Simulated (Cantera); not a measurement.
Charge: 1 mol B₂O₃, 7.4 mol NF₃, 44 mol H₂, at 1848 K and 0.100 bar.

These are equilibrium values from Cantera (NASA tables, ideal gas, pure condensed phases), not measurements of a reactor. Candidate condensed phases: B, BN, B₂O₃, B₃O₃H₃, H₂O; 62 gas species. The tables' values for BF₂ are old estimates; treat these amounts as uncertain. Rates play no part.

Task: What is the equilibrium state?

Result: 
```
Quantity                                  Value
------------------------------------  ---------
x(H₂)                                     0.551
x(HF)                                     0.331
x(N₂)                                    0.0621
x(BOF)                                   0.0286
x(H₂O)                                   0.0204
x(BF₃)                                  0.00414
x(H)                                    0.00125
x(HBO₂)                                0.000682
x(BF₂)                                  8.72e-5
gas amount                            59.59 mol
log10 activity of B(s) (absent)           -5.88
log10 activity of B₃O₃H₃(s) (absent)     -18.45
```
